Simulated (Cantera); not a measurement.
Mixture: CH₄ : O₂ : N₂ = 1 : 1.25 : 4 (molar parts), equivalence ratio 1.6, at 9.87 atm, adiabatic and at constant pressure. Ignition delay is the time to a rise of 400 K.

Computed with Cantera and GRI-Mech 3.0 (53 species, 325 reactions).

What does this change do: pressure from 9.87 atm to 0.987 atm?


```tsv
quantity	before	after
delay at 1000 K	90.0 ms	1.26 s
delay at 1075 K	28.0 ms	0.351 s
delay at 1150 K	10.0 ms	0.108 s
delay at 1225 K	3.89 ms	36.3 ms
delay at 1300 K	1.62 ms	13.2 ms
delay at 1375 K	0.712 ms	5.15 ms
delay at 1450 K	0.328 ms	2.16 ms
apparent activation energy between 1300 and 1450 K	170 kJ/mol	190 kJ/mol
```

What does this change do: constant volume in place of constant pressure?


```
quantity                                                before       after
--------------------------------------------------  ----------  ----------
delay at 1000 K                                        90.0 ms     87.4 ms
delay at 1075 K                                        28.0 ms     26.9 ms
delay at 1150 K                                        10.0 ms     9.50 ms
delay at 1225 K                                        3.89 ms     3.66 ms
delay at 1300 K                                        1.62 ms     1.51 ms
delay at 1375 K                                       0.712 ms    0.658 ms
delay at 1450 K                                       0.328 ms    0.301 ms
apparent activation energy between 1300 and 1450 K  170 kJ/mol  170 kJ/mol
```
